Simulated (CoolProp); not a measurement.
A single-stage vapour-compression cycle with hydrogen chloride: evaporating at 232.15 K (dew point), condensing at 285.15 K (bubble point), superheat 8 K, subcooling 0 K, compressor efficiency 0.65, no pressure losses. Each further row changes one setting.

The numbers come from the reference Helmholtz-energy equation of state, Thol 2018 in CoolProp.

```
case                              cooling COP  pressure ratio  discharge temperature (K)  refrigerating effect (kJ/kg)  volumetric capacity (kJ/m³)
--------------------------------  -----------  --------------  -------------------------  ----------------------------  ---------------------------
as stated                                2.00            4.74                      428.7                           296                         4420
evaporating temperature 237.15 K         2.31             [?]                      409.0                           297                          [?]
condensing temperature 280.15 K           [?]            4.19                      410.1                           306                         4580
subcooling 5 K                            [?]            4.74                      428.7                           [?]                         4580
superheat 18 K                           1.95            4.74                        [?]                           306                          [?]
compressor efficiency 0.55               1.69            4.74                      458.9                           296                         4420
```

Complete the blanks.


- evaporating temperature 237.15 K, pressure ratio: 3.97
- evaporating temperature 237.15 K, volumetric capacity (kJ/m³): 5260
- condensing temperature 280.15 K, cooling COP: 2.29
- subcooling 5 K, cooling COP: 2.08
- subcooling 5 K, refrigerating effect (kJ/kg): 307
- superheat 18 K, discharge temperature (K): 450.0
- superheat 18 K, volumetric capacity (kJ/m³): 4320
